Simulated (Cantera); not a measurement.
Cantera run:

```python
import numpy as np
import cantera as ct

gas_names = """
    CL CL2 H HCL H2 N NH NH2 NH3 N2 N2H2 N2H4 Si SiCL SiCL2 SiCL3 SiCL4 SiH SiHCL3 SiH2 SiH2CL2 SiH3
    SiH3CL SiH4 SiN Si2 Si2N Si3
""".split()
cond_names = """
    NH4CL(a) NH4CL(b) Si(cr) Si(L) Si3N4(a)
""".split()


def load(file, names, dense=False):
    # The tables refer to 1 bar. Condensed volumes are neglected.
    table = {s.name: s for s in ct.Species.list_from_file(file)}
    out = []
    for n in names:
        d = dict(table[n].input_data)
        d["thermo"] = dict(d["thermo"], **{"reference-pressure": 1e5})
        if dense:
            d["equation-of-state"] = {"model": "constant-volume", "density": "1e6 g/cm^3"}
        out.append(ct.Species.from_dict(d))
    return out


gas = ct.Solution(thermo="ideal-gas", species=load("nasa_gas.yaml", gas_names))
cond = {s.name: ct.Solution(thermo="fixed-stoichiometry", species=[s], name=s.name)
        for s in load("nasa_condensed.yaml", cond_names, dense=True)}
atoms = {
    'SiCl4': {'Si': 1, 'CL': 4},
    'N2': {'N': 2},
    'H2': {'H': 2},
}
top_T = {'Si3N4(a)': 2400}  # K; cautious upper limits of use, not melting points


def equilibrate(T, P, feed):
    n = {}
    for name, mol in feed.items():
        for a, k in atoms[name].items():
            n[a] = n.get(a, 0.0) + k * mol
    gas.TPX = T, P, n
    mass = sum(n.values()) * gas.mean_molecular_weight
    gas.equilibrate("TP")
    valid = [c for c in cond.values() if c.min_temp <= T <= top_T.get(c.name, c.max_temp)]
    mix = ct.Mixture([(gas, mass / gas.mean_molecular_weight)] + [(c, 0.0) for c in valid])
    mix.T, mix.P = T, P
    mix.equilibrate("TP", solver="vcs", rtol=1e-11, max_steps=5000)
    return mix


results = []
feed = {'SiCl4': 1, 'N2': 1.8, 'H2': 65}  # mol
T = 1073  # K
P = 4000  # Pa
mix = equilibrate(T, P, feed)
results.append((T, P, feed, dict(zip(mix.species_names, mix.species_moles))))
print(gas.report(threshold=0.001))
for i in range(1, mix.n_phases):
    print(f"{mix.phase(i).name:16s} {mix.phase_moles(i):12.5e} mol")
```

Result:

```
       temperature   1073 K
          pressure   4000 Pa
           density   0.0020048 kg/m^3
  mean mol. weight   4.4715 kg/kmol
   phase of matter   gas

                          1 kg             1 kmol
                     ---------------   ---------------
          enthalpy        3.9183e+06        1.7521e+07  J
   internal energy        1.9231e+06        8.5993e+06  J
           entropy             45188        2.0206e+05  J/K
    Gibbs function       -4.4568e+07       -1.9929e+08  J
 heat capacity c_p            6852.9             30643  J/K
 heat capacity c_v            4993.5             22328  J/K

                      mass frac. Y      mole frac. X     chem. pot. / RT
                     ---------------   ---------------   ---------------
               HCL           0.47803           0.05863           -40.862
                H2           0.41691            0.9247           -20.981
                N2            0.1043          0.016647           -32.361
     [  +25 minor]        0.00076891        2.2859e-05

Si(cr)            0.00000e+00 mol
Si3N4(a)          3.32854e-01 mol
```

Cantera equilibrium calculation (NASA polynomials, part measured and part estimated; ideal gas, pure solids and liquids). N2 is the only nitrogen source here; it is nearly inert below about 1500 K, so the nitride shown seldom forms there in practice.
